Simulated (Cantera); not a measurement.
A diamond (100) surface in a fixed gas of H2 with x(CH4) = 0.004, x(CH3) = 5.4e-05, at 1098 K, 7600 Pa; coverages are run to steady state.

Cantera simulation using the Harris–Goodwin 1993 mechanism for the reconstructed diamond (100) surface; the numbers are that mechanism's predictions, not measurements.

θ: site fractions in the mechanism's names (c6HH fully hydrogenated, c6H* and c6*H radical sites, c6** diradical, c6HM methylated).

```tsv
x(H)	growth (µm/h)	θ c6HH	θ c6H*	θ c6*H	θ c6**	θ c6HM
0.0001	[?]	0.595	0.0227	0.361	0.00537	0.00987
0.00024	[?]	0.547	0.0252	0.401	0.00955	0.0109
0.00057	[?]	0.524	0.0264	0.420	0.0133	0.0101
0.0014	[?]	0.515	0.0271	0.431	0.0159	0.00734
0.0033	[?]	0.513	0.0274	0.436	0.0173	0.00437
0.0079	[?]	0.512	0.0277	0.439	0.0180	0.00220
0.019	3.06	0.512	0.0280	0.440	0.0183	0.000996
0.045	3.18	0.512	0.0284	0.440	0.0185	0.000438
0.11	3.26	0.512	0.0295	0.439	0.0188	0.000183
```

Question: What belongs in the gaps?

Answer: 
- 0.0001, growth (µm/h): 0.191
- 0.00024, growth (µm/h): 0.474
- 0.00057, growth (µm/h): 0.984
- 0.0014, growth (µm/h): 1.71
- 0.0033, growth (µm/h): 2.36
- 0.0079, growth (µm/h): 2.81
